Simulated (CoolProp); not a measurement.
Methanol along the isotherm 346.85 °C: Z from the reference equation and from simpler models built on Tc = 240.2 °C, pc = 8216 kPa, ω = 0.565; each cubic takes its own stable root.

Model: reference Helmholtz-energy equation of state, de Reuck 1993, in CoolProp.

```
p (kPa)          phase  reference
-------  -------------  ---------
1370               gas     0.9719
2740               gas     0.9425
4110               gas     0.9125
5480               gas     0.8825
6850               gas     0.8533
8220     supercritical     0.8246
9590     supercritical     0.7960
11000    supercritical     0.7665
12300    supercritical     0.7405
13700    supercritical     0.7148
15100    supercritical     0.6896
16400    supercritical     0.6649
17800    supercritical     0.6383
19200    supercritical     0.6133
20500    supercritical     0.5916
```

How far does each simpler model (van der Waals, Redlich-Kwong, Peng-Robinson) lie from the reference over these 15 states: mean and median of the absolute difference, and the worst?


- van der Waals: mean 8.1 %, median 7.2 %, worst -17.7 % at 346.85 °C and 15100 kPa
- Redlich-Kwong: mean 5.5 %, median 5.4 %, worst -10.5 % at 346.85 °C and 15100 kPa
- Peng-Robinson: mean 3.2 %, median 1.0 %, worst +13.7 % at 346.85 °C and 20500 kPa
